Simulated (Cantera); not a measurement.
A Cantera script and what it prints.

```python
import numpy as np
import cantera as ct

gas_names = """
    CL CL2 H HCL H2 Si SiCL SiCL2 SiCL3 SiCL4 SiH SiHCL3 SiH2 SiH2CL2 SiH3 SiH3CL SiH4 Si2 Si3
""".split()
cond_names = """
    Si(cr) Si(L)
""".split()


# ... load() reads the species with a 1 bar reference pressure and builds the phases ...
atoms = {
    'Si': {'Si': 1},
    'HCl': {'H': 1, 'CL': 1},
    'H2': {'H': 2},
}
top_T = {}  # K; cautious upper limits of use, not melting points


# ... equilibrate(T, P, feed) seeds the gas with the atoms and calls Mixture.equilibrate('TP', solver="vcs", rtol=1e-11, max_steps=5000) ...
results = []
feed = {'Si': 1, 'HCl': 1.4, 'H2': 3.9}  # mol
P = 2300000  # Pa
for T in [573, 623, 673, 723, 773, 823, 873, 923, 973, 1023, 1073, 1123, 1173, 1223]:
    mix = equilibrate(T, P, feed)
    results.append((T, P, feed, dict(zip(mix.species_names, mix.species_moles))))

top = {s: max(r[3][s] / sum(r[3][g] for g in gas_names) for r in results) for s in gas_names}
cols = sorted((s for s in top if top[s] > 1e-05), key=lambda s: -top[s])[:5]
seen = [c for c in cond_names if any(r[3].get(c, 0) > 1e-12 for r in results)]
print("log10 of partial pressures in bar; condensed amounts in mol")
print(f"{'T/K':>10s}" + "".join(f"{s[:9]:>10s}" for s in cols + seen))
for T, P, feed, n in results:
    ng = sum(n[g] for g in gas_names)
    print(f"{T:10.4g}" + "".join(f"{np.log10(max(n[s] / ng * P / 1e5, 1e-99)):10.3f}" for s in cols)
          + "".join(f"{n.get(c, 0):10.4g}" for c in seen))
```

Result:

```
log10 of partial pressures in bar; condensed amounts in mol
       T/K        H2    SiHCL3     SiCL4       HCL   SiH2CL2    Si(cr)
       573     1.321     0.109    -0.202    -3.840    -0.919    0.5689
       623     1.321     0.102    -0.196    -3.310    -0.871    0.5684
       673     1.321     0.095    -0.190    -2.861    -0.832    0.5681
       723     1.321     0.088    -0.184    -2.475    -0.800    0.5679
       773     1.321     0.081    -0.179    -2.140    -0.774    0.5679
       823     1.321     0.074    -0.174    -1.846    -0.752    0.5682
       873     1.321     0.068    -0.171    -1.587    -0.734    0.5687
       923     1.321     0.061    -0.168    -1.357    -0.718    0.5697
       973     1.320     0.054    -0.167    -1.151    -0.706    0.5712
      1023     1.320     0.047    -0.167    -0.966    -0.695    0.5734
      1073     1.319     0.038    -0.169    -0.800    -0.688    0.5763
      1123     1.318     0.028    -0.173    -0.649    -0.682      0.58
      1173     1.317     0.016    -0.181    -0.513    -0.679    0.5845
      1223     1.315     0.001    -0.193    -0.389    -0.679    0.5898
```

Method: chemical equilibrium by Gibbs-energy minimisation in Cantera with the NASA 1993 tables (ideal gas, pure condensed phases). The tables' values for SiCl3 are old estimates; treat these amounts as uncertain. Gases not in the tables: Si2H6 and higher silanes.
